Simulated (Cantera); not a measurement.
An isothermal, constant-pressure homogeneous reactor starts with H2 : O2 = 0.025 : 1 (molar parts), at 1048 K and 1330 Pa. Integrator tolerance rtol = 1e-08.

Detailed kinetics in Cantera: the H2/O2 subset of GRI-Mech 3.0, which has no nitrogen chemistry. Radical loss at walls, strong at low pressure, is not modelled.

### Question
What does this change do: temperature 1048 to 1473 K?

### Answer
```csv
quantity,before,after
x(H2) at 6.00 s,3.95e-8 (gas-phase equilibrium 7.47e-11),1.25e-6 (gas-phase equilibrium 2.85e-7)
x(O2) at 6.00 s,0.975 (gas-phase equilibrium 0.975),0.975 (gas-phase equilibrium 0.975)
x(H2O2) at 6.00 s,3.32e-9 (gas-phase equilibrium 1.43e-11),1.15e-9 (gas-phase equilibrium 4.98e-10)
x(HO2) at 6.00 s,1.54e-8 (gas-phase equilibrium 1.03e-9),5.98e-8 (gas-phase equilibrium 8.51e-8)
x(OH) at 6.00 s,1.35e-5 (gas-phase equilibrium 6.06e-7),0.000278 (gas-phase equilibrium 0.000132)
x(H2O) at 6.00 s,0.0247 (gas-phase equilibrium 0.0247),0.0245 (gas-phase equilibrium 0.0246)
x(H) at 6.00 s,6.28e-9 (gas-phase equilibrium <1e-12),5.43e-7 (gas-phase equilibrium 5.89e-8)
```
